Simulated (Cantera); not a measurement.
A closed system holds: 1 mol Al, 24 mol CO, 27 mol N2, at 4.10 bar.

Cantera equilibrium calculation (NASA polynomials, part measured and part estimated; ideal gas, pure solids and liquids). Candidate condensed phases: Al, AlN, Al2O3, C; 32 gas species. The numbers say what is thermodynamically allowed, not how fast it happens.

Question: At 1475 °C, list the 3 most abundant gas species with their mole fractions, and the condensed phases.

Answer: N2 0.546, CO 0.454, CO2 8.72e-5. Condensed: Al2O3(s) + C(graphite).
